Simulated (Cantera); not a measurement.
Charge: 1 mol PbS, 0.5 mol H2, held at 16.0 mbar.

These are equilibrium values from Cantera (NASA tables, ideal gas, pure condensed phases), not measurements of a reactor. Candidate condensed phases: Pb, PbS, S; 10 gas species. The numbers say what is thermodynamically allowed, not how fast it happens.

**Question.** At 848 K, list the 4 most abundant gas species with their mole fractions, and the condensed phases.

**Answer.** H2 0.996, H2S 0.00349, PbS 4.74e-5, Pb 1.87e-5. Condensed: Pb(l) + PbS(s).
